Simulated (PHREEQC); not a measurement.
A PHREEQC speciation (ion-association model, phreeqc.dat) at 25 °C gives pH 1.36 and these molalities:

| species | mol/kgw |
|---|---|
| NH4+ | 0.105 |
| HSO4- | 0.0657 |
| H+ | 0.0543 |
| SO4-2 | 0.0398 |
| NH4SO4- | 0.0145 |

Question: What are the element totals, and what could have been dissolved in 1 kg of water to give them?

Answer: Several could match; the one computed here: totals N(-3) 0.120, S(6) 0.120 mol/kgw, from 120 mmol/kgw NH4HSO4.

No solid was allowed to form.
